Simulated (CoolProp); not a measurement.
A single-stage vapour-compression cycle with propane: evaporating at 196.15 K (dew point), condensing at 236.15 K (bubble point), superheat 0 K, subcooling 8 K, compressor efficiency 0.9, no pressure losses. Each further row changes one setting.

Model: reference Helmholtz-energy equation of state, Lemmon 2009, in CoolProp.

```
case                              cooling COP  pressure ratio  discharge temperature (K)  refrigerating effect (kJ/kg)  volumetric capacity (kJ/m³)
--------------------------------  -----------  --------------  -------------------------  ----------------------------  ---------------------------
as stated                                4.00            7.96                      268.7                           390                          169
evaporating temperature 201.15 K         4.78            5.83                      263.1                             ?                          229
condensing temperature 231.15 K             ?               ?                          ?                           401                          174
subcooling 13 K                             ?            7.96                      268.7                           401                          174
superheat 10 K                              ?            7.96                      279.7                           403                          166
compressor efficiency 0.8                   ?            7.96                          ?                           390                          169
```

Question: Fill in the missing entries.

Answer: 
- evaporating temperature 201.15 K, refrigerating effect (kJ/kg): 396
- condensing temperature 231.15 K, cooling COP: 4.66
- condensing temperature 231.15 K, pressure ratio: 6.42
- condensing temperature 231.15 K, discharge temperature (K): 260.8
- subcooling 13 K, cooling COP: 4.12
- superheat 10 K, cooling COP: 3.94
- compressor efficiency 0.8, cooling COP: 3.56
- compressor efficiency 0.8, discharge temperature (K): 276.3
